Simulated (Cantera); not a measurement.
## Thermodynamics of fluorocarbon and chlorocarbon gases, feed CF4 + Si + CH4

Charge: 1 mol CF4, 0.28 mol Si, 0.00022 mol CH4, equilibrated at 7.50 Torr.

These are equilibrium values from Cantera (NASA tables, ideal gas, pure condensed phases), not measurements of a reactor. Candidate condensed phases: C, C6H6, C7H8, C8H18, Si, SiC; 113 gas species. The tables' values for SiF3 are old estimates; treat these amounts as uncertain. Condensed phases not in the tables: fluorocarbon polymer. Gases not in the tables: C2F6 and larger saturated fluorocarbons. The numbers say what is thermodynamically allowed, not how fast it happens.

```json
[
 {"T (K)": "773", "x CF4": "0.719", "x F": "<1e-12", "x CF2": "<1e-12", "x SiF4": "0.280", "x CF": "<1e-12", "x CF3": "2.59e-12", "x SiF3": "<1e-12", "x HF": "0.000879", "n C(graphite)": "0.280"},
 {"T (K)": "973", "x CF4": "0.719", "x F": "6.26e-11", "x CF2": "1.78e-9", "x SiF4": "0.280", "x CF": "<1e-12", "x CF3": "3.91e-9", "x SiF3": "<1e-12", "x HF": "0.000879", "n C(graphite)": "0.280"},
 {"T (K)": "1173", "x CF4": "0.719", "x F": "4.88e-8", "x CF2": "6.85e-7", "x SiF4": "0.280", "x CF": "<1e-12", "x CF3": "4.80e-7", "x SiF3": "1.08e-10", "x HF": "0.000879", "n C(graphite)": "0.280"},
 {"T (K)": "1373", "x CF4": "0.719", "x F": "5.49e-6", "x CF2": "4.55e-5", "x SiF4": "0.280", "x CF": "2.59e-10", "x CF3": "1.44e-5", "x SiF3": "8.68e-9", "x HF": "0.000879", "n C(graphite)": "0.280"},
 {"T (K)": "1573", "x CF4": "0.718", "x F": "0.000187", "x CF2": "0.00102", "x SiF4": "0.280", "x CF": "5.75e-8", "x CF3": "0.000180", "x SiF3": "2.26e-7", "x HF": "0.000879", "n C(graphite)": "0.280"},
 {"T (K)": "1773", "x CF4": "0.706", "x F": "0.00285", "x CF2": "0.0112", "x SiF4": "0.278", "x CF": "3.71e-6", "x CF3": "0.00125", "x SiF3": "2.79e-6", "x HF": "0.000872", "n C(graphite)": "0.275"},
 {"T (K)": "1973", "x CF4": "0.634", "x F": "0.0246", "x CF2": "0.0708", "x SiF4": "0.264", "x CF": "9.95e-5", "x CF3": "0.00542", "x SiF3": "2.02e-5", "x HF": "0.000831", "n C(graphite)": "0.248"},
 {"T (K)": "2173", "x CF4": "0.384", "x F": "0.128", "x CF2": "0.257", "x SiF4": "0.216", "x CF": "0.00130", "x CF3": "0.0131", "x SiF3": "9.51e-5", "x HF": "0.000678", "n C(graphite)": "0.150"},
 {"T (K)": "2373", "x CF4": "0.0711", "x F": "0.370", "x CF2": "0.396", "x SiF4": "0.144", "x CF": "0.00799", "x CF3": "0.0105", "x SiF3": "0.000373", "x HF": "0.000454", "n C(graphite)": "0.0589"},
 {"T (K)": "2573", "x CF4": "0.00341", "x F": "0.604", "x CF2": "0.253", "x SiF4": "0.110", "x CF": "0.0245", "x CF3": "0.00259", "x SiF3": "0.00190", "x HF": "0.000352", "n C(graphite)": "0.292"}
]
```
x: gas mole fraction; n: condensed amount in mol.

From 773 K to 2573 K the condensed part is C(graphite). The main Si-bearing gas is SiF4 throughout.
